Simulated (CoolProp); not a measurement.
Saturation properties of n-octane (Tc = 295.6 °C, pc = 2.484 MPa, ω = 0.398).

The numbers come from the reference Helmholtz-energy equation of state, Beckmüller 2019 in CoolProp.

```
T (°C)  p (MPa)  liquid density (kg/m³)  vapour density (kg/m³)  vapour viscosity (µPa s)  liquid conductivity (mW/(m K))
------  -------  ----------------------  ----------------------  ------------------------  ------------------------------
143.15   0.1608                   594.1                   5.754                      7.85                            92.2
146.25   0.1737                       ?                   6.198                      7.91                            91.5
149.25        ?                   587.9                   6.653                      7.96                            90.7
152.25   0.2009                   584.9                   7.135                      8.02                            90.0
155.25   0.2157                   581.8                   7.645                      8.08                            89.3
158.25   0.2313                   578.6                       ?                      8.14                            88.6
161.25   0.2477                   575.5                   8.752                      8.20                            87.9
164.25   0.2651                   572.3                   9.353                      8.26                            87.2
167.35   0.2840                   568.9                   10.01                      8.33                            86.4
170.35   0.3032                   565.6                   10.68                      8.39                            85.7
173.35        ?                   562.3                   11.39                      8.46                            85.0
176.35   0.3446                   559.0                   12.13                      8.52                            84.4
179.35   0.3669                   555.6                   12.92                      8.59                            83.7
182.35   0.3903                   552.1                   13.75                      8.66                            83.0
185.35   0.4147                   548.6                   14.62                      8.73                            82.3
```

### Question
What belongs in the gaps?

### Answer

- 146.25, liquid density (kg/m³): 591.0
- 149.25, p (MPa): 0.1869
- 158.25, vapour density (kg/m³): 8.183
- 173.35, p (MPa): 0.3234

It boils at 125.6 °C under 1 atm.

Viscosity comes from a separate model (Huber 2004). Thermal conductivity comes from a separate model (Huber 2005).
